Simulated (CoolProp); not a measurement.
Vapour-liquid equilibrium of cyclohexane (1) + m-xylene (2) at 0.113 bar; x and y are mole fractions of (1).

Model: multi-fluid Helmholtz-energy mixture model, Zhou 2014 and Zhou 2012; pair parameters Bell 2016, in CoolProp.

Give the bubble temperature and the first vapour's composition at x = 0.05, 0.125, 0.8. Is there an azeotrope?

x = 0.05: 336.9 K, y = 0.344; x = 0.125: 327.2 K, y = 0.606; x = 0.8: 298.9 K, y = 0.972. No azeotrope shows between x = 0.05 and 0.95.

Pair parameters are fitted to limited data, so mixtures are less certain than the pure fluids.
